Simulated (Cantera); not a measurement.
An isothermal, constant-pressure homogeneous reactor starts with 82.4 % NO, 16.5 % N2, 1.07 % H2O, at 1523 K and 100000 Pa.

Detailed kinetics in Cantera: GRI-Mech 3.0 (53 species, 325 reactions).

### Question
Predict: x(NO) at 40.0 s; x(O) at 40.0 s; x(N2) at 40.0 s; x(O2) at 40.0 s; x(NO2) at 40.0 s; x(N2O) at 40.0 s.

### Answer
| Property | Result |
|---|---|
| x(NO) at 40.0 s | 0.452 (gas-phase equilibrium 0.00164) |
| x(O) at 40.0 s | 2.41e-6 (gas-phase equilibrium 3.56e-6) |
| x(N2) at 40.0 s | 0.351 (gas-phase equilibrium 0.576) |
| x(O2) at 40.0 s | 0.185 (gas-phase equilibrium 0.411) |
| x(NO2) at 40.0 s | 0.00212 (gas-phase equilibrium 1.15e-5) |
| x(N2O) at 40.0 s | 6.45e-5 (gas-phase equilibrium 8.56e-8) |
